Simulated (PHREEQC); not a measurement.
Consider water at 20 °C with 140 mmol/kgw HF. Closed to the air; pH follows from the charge balance.

Computed with PHREEQC (ion-association model, wateq4f.dat).

No solid was allowed to form.

**Question.** Estimate the pH, ionic strength.

**Answer.** pH 2.04; ionic strength 0.00987 mol/kgw.

**Question.** In which forms is F present?

**Answer.** HF 60 %, H2F2 31 %, F- 5.4 %, HF2- 3.3 % of the F.

wateq4f.dat counts part of the HF as a dimer, H2F2, which phreeqc.dat doesn't know; its constant is uncertain.
